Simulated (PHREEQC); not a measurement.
Synthetic water in mg/L, 80 °C, pH 6.89, pe 9.1:

```
constituent           mg/L
------------------  ------
Na                    97.3
K                      121
Ca                    54.8
Mg                    21.7
Cl                     311
S(6) as SO4             87
Alkalinity as HCO3     109
Ni                    19.5
B                   0.0663
Li                  0.0336
Cu(2)                 10.9
```

Valence states are taken as typed.

Model: ion-association model, wateq4f.dat, run in PHREEQC.

ionic strength: 0.0143 mol/kgw
charge-balance error: 2.1 %

| species | molality | activity | log γ |
|---|---|---|---|
| Cl- | 0.00878 | 0.00765 | -0.060 |
| Na+ | 0.00422 | 0.00370 | -0.058 |
| K+ | 0.00308 | 0.00268 | -0.060 |
| Ca+2 | 0.00126 | 0.000752 | -0.225 |
| HCO3- | 0.00110 | 0.000962 | -0.056 |
| Mg+2 | 0.000749 | 0.000451 | -0.220 |
| SO4-2 | 0.000648 | 0.000384 | -0.228 |
| CO2 | 0.000269 | 0.000270 | 0.001 |
| NiCO3 | 0.000223 | 0.000223 | 0.001 |

Precipitation was switched off in this run. The solution is supersaturated, for example in Malachite, Cu(OH)2, so a real one may precipitate; this is no full list. Constants without temperature data keep their 25 °C values here. The database's nickel carbonate constants are estimates that later reviews lower a good deal.
